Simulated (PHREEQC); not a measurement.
Solution A (0.14 mol HF, 0.01 mol H2SiF6, 0.00028 mol HBF4 and 0.0031 mol H2SO4 per kg of water) is mixed with solution B (0.0052 mol/kgw NH4Br) at 20 °C; shares are by mass of water, 1 kg in all. Oxygen is held at 0.21 atm. CO2 from the air is kept out. The run lets SiO2(a) precipitate or redissolve, and no other solid.

The series has 11 steps of share of solution B, from 0 to 1.

All values are PHREEQC results (ion-association model, wateq4f.dat), not measurements.

Problem. Between which two steps does the pH jump most, and from what to what?

Solution. Between share of solution B = 0.9 and 1: from 2.36 to 5.87.

wateq4f.dat counts part of the HF as a dimer, H2F2, which phreeqc.dat doesn't know; its constant is uncertain. SiF6-2 is the database's only silicon fluoride. Real BF4- forms and hydrolyses slowly; the run takes it at equilibrium.
